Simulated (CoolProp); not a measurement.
Vapour-liquid equilibrium of CH2F2 (R32) (1) + R143a (2) at 1.05 MPa; x and y are mole fractions of (1).

The numbers come from the multi-fluid Helmholtz-energy mixture model, Tillner-Roth 1997 and Lemmon and Jacobsen 2000; pair parameters Bell 2016 in CoolProp.

Problem. Give the bubble temperature and the first vapour's composition at x = 0.05, 0.65, 0.8. Is there an azeotrope?

Solution. x = 0.05: 290.1 K, y = 0.072; x = 0.65: 282.2 K, y = 0.685; x = 0.8: 281.5 K, y = 0.812. y crosses x between x = 0.8 and 0.95: the model has an azeotrope there.

Pair parameters are fitted to limited data, so mixtures are less certain than the pure fluids.
